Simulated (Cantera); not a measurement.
# Silicon oxide and oxynitride deposition: HMDSO + N₂O + NO

Input: 1 mol HMDSO, 1.4 mol N₂O, 3.8 mol NO, held at 0.260 bar.

These are equilibrium values from Cantera (NASA tables, ideal gas, pure condensed phases), not measurements of a reactor. Candidate condensed phases: C, C₆H₆, C₇H₈, C₈H₁₈, H₂O, Si, SiC, SiO₂, Si₂N₂O, Si₃N₄; 151 gas species. The feed counts by its element totals alone. The tables hold silica as quartz up to 1696 K and as liquid above; real silica turns to tridymite and cristobalite and melts near 1996 K. Equilibrium is a limit: real reactors are often held back by kinetics, nucleation or transport.

From 752 °C to 977 °C the condensed part is C(graphite) + SiO₂(β-quartz).

| T (°C) | x H₂ | x N₂ | x CO | x CH₄ | x H₂O | x CO₂ | x HCN | n C(graphite) | n SiO₂(β-quartz) |
|---|---|---|---|---|---|---|---|---|---|
| 752 | 0.610 | 0.231 | 0.144 | 0.00710 | 0.00607 | 0.00186 | 2.88e-6 | 3.81 | 2.00 |
| 777 | 0.612 | 0.230 | 0.147 | 0.00558 | 0.00424 | 0.00120 | 4.17e-6 | 3.80 | 2.00 |
| 802 | 0.614 | 0.229 | 0.148 | 0.00442 | 0.00299 | 0.000778 | 5.95e-6 | 3.79 | 2.00 |
| 827 | 0.615 | 0.229 | 0.149 | 0.00353 | 0.00214 | 0.000513 | 8.34e-6 | 3.79 | 2.00 |
| 852 | 0.616 | 0.229 | 0.150 | 0.00285 | 0.00155 | 0.000343 | 1.15e-5 | 3.79 | 2.00 |
| 877 | 0.617 | 0.228 | 0.151 | 0.00232 | 0.00113 | 0.000233 | 1.57e-5 | 3.79 | 2.00 |
| 902 | 0.618 | 0.228 | 0.151 | 0.00190 | 0.000841 | 0.000161 | 2.11e-5 | 3.79 | 2.00 |
| 927 | 0.618 | 0.228 | 0.151 | 0.00157 | 0.000631 | 0.000112 | 2.80e-5 | 3.79 | 2.00 |
| 952 | 0.619 | 0.228 | 0.151 | 0.00131 | 0.000479 | 7.98e-5 | 3.67e-5 | 3.79 | 2.00 |
| 977 | 0.619 | 0.228 | 0.151 | 0.00110 | 0.000367 | 5.74e-5 | 4.76e-5 | 3.79 | 2.00 |
x: gas mole fraction; n: condensed amount in mol.
